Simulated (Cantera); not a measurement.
A Cantera script and its output.

```python
import numpy as np
import cantera as ct

gas = ct.Solution("gri30.yaml")
gas.TPX = 375, 1200000, {'CH4': 1, 'H2': 0.78, 'O2': 1.49, 'N2': 5.62}
inlet = ct.Reservoir(gas, clone=True)
gas.equilibrate("HP")  # start burning
reactor = ct.IdealGasConstPressureReactor(gas, energy="on", clone=False)
exhaust = ct.Reservoir(gas, clone=True)
tau = [0.14, 0.044, 0.014, 0.0044, 0.0014, 0.00043, 0.00014, 4.3e-05, 1.3e-05, 4.2e-06][0]
for a, b in ((inlet, reactor), (reactor, exhaust)):
    ct.MassFlowController(a, b, mdot=lambda t: reactor.mass / tau)
net = ct.ReactorNet([reactor])
show = ['CH4', 'H2', 'O2', 'H2O', 'C2H4', 'CH2', 'H2O2']

rows = []
print(f"{'tau/s':>10s}{'T/K':>9s}" + "".join(f"{s:>11s}" for s in show))
for tau in [0.14, 0.044, 0.014, 0.0044, 0.0014, 0.00043, 0.00014, 4.3e-05, 1.3e-05, 4.2e-06]:
    net.initial_time = 0.0
    net.advance(30 * tau)
    before = gas.X
    net.advance(40 * tau)
    drift = np.max(np.abs(gas.X - before) / (gas.X + 1e-9))
    rows.append([gas.T, *gas[show].X, drift])
    print(f"{tau:10.3e}{gas.T:9.1f}" + "".join(f"{x:11.3e}" for x in gas[show].X))
```

Output:

```
     tau/s      T/K        CH4         H2         O2        H2O       C2H4        CH2       H2O2
 1.400e-01   1963.3  1.669e-03  1.082e-01  4.604e-05  1.848e-01  5.472e-06  5.633e-08  3.199e-09
 4.400e-02   1971.8  3.196e-03  1.023e-01  1.355e-04  1.882e-01  1.832e-05  1.459e-07  9.434e-09
 1.400e-02   1981.7  5.232e-03  9.364e-02  3.826e-04  1.932e-01  4.495e-05  3.592e-07  2.745e-08
 4.400e-03   1988.7  7.734e-03  8.369e-02  1.063e-03  1.987e-01  9.838e-05  8.540e-07  8.065e-08
 1.400e-03   1983.6  1.067e-02  7.463e-02  2.849e-03  2.022e-01  2.171e-04  1.848e-06  2.390e-07
 4.300e-04   1942.6  1.477e-02  6.786e-02  7.988e-03  2.009e-01  5.452e-04  3.286e-06  8.072e-07
 1.400e-04    375.0  1.125e-01  8.774e-02  1.676e-01 -1.017e-18 -1.601e-20  6.426e-35 -3.224e-21
 4.300e-05    375.0  1.125e-01  8.774e-02  1.676e-01 -6.424e-20 -1.012e-21  5.237e-39 -2.036e-22
 1.300e-05    375.0  1.125e-01  8.774e-02  1.676e-01 -4.058e-21 -6.390e-23  1.420e-39 -1.286e-23
 4.200e-06    375.0  1.125e-01  8.774e-02  1.676e-01 -2.563e-22 -4.036e-24  5.985e-40 -8.125e-25
```

Computed with Cantera and GRI-Mech 3.0 (53 species, 325 reactions). The pressure lies above the range GRI-Mech 3.0 was tuned for (to about 10 atm).
